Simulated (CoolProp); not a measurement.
The fluid at 293.15 K and 0.724 MPa is compressed adiabatically to 3.11 MPa with isentropic efficiency 0.85. The same conditions are run with several fluids, on thermodynamics alone (safety and materials aside).

Model: reference Helmholtz-energy equation of state of each fluid (ethylene: Smukala 2000; carbon dioxide: Span 1996; oxygen: Schmidt 1985; R410A: Lemmon 2003; CH3F (R41): Lemmon 2006), in CoolProp. Blends and air are pseudo-pure fits.

Problem. Rank ethylene, carbon dioxide, oxygen, R410A, CH3F (R41) by work (kJ/kg), highest first.

Solution. ethylene (162), oxygen (161), CH3F (R41) (133), carbon dioxide (107), R410A (54.9)

| fluid | final temperature (K) | final density (kg/m³) |
|---|---|---|
| ethylene | 398.9 | 28.2 |
| carbon dioxide | 420.1 | 41.1 |
| oxygen | 466.4 | 25.5 |
| R410A | 376.5 | 88.7 |
| CH3F (R41) | 415.9 | 33.4 |

Above 300 K oxygen's equation is extrapolated.
